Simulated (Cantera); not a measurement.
An isothermal, constant-pressure homogeneous reactor starts with 40.0 % C3H8, 60.0 % H2, at 1475 K and 0.572 atm.

Detailed kinetics in Cantera: GRI-Mech 3.0 (53 species, 325 reactions). GRI-Mech 3.0 was tuned for natural gas; its chemistry of propane as a main component is partial and can be far from experiment. GRI-Mech 3.0 stops at C3 and has no aromatics, soot or wall deposition, so with more carbon than oxygen in the feed, carbon stays in small species such as C2H2 where larger ones or solid carbon would form.

Q: Predict: x(C3H8) at 1.00 s; x(H2) at 1.00 s; x(C2H2) at 1.00 s; x(H) at 1.00 s; x(CH4) at 1.00 s; x(C2H4) at 1.00 s; x(CH3) at 1.00 s.

A: x(C3H8) at 1.00 s: 2.05e-7 (gas-phase equilibrium 2.02e-7)
x(H2) at 1.00 s: 0.594 (gas-phase equilibrium 0.608)
x(C2H2) at 1.00 s: 0.216 (gas-phase equilibrium 0.220)
x(H) at 1.00 s: 1.23e-5 (gas-phase equilibrium 1.34e-5)
x(CH4) at 1.00 s: 0.162 (gas-phase equilibrium 0.144)
x(C2H4) at 1.00 s: 0.0272 (gas-phase equilibrium 0.0282)
x(CH3) at 1.00 s: 6.81e-5 (gas-phase equilibrium 6.37e-5)
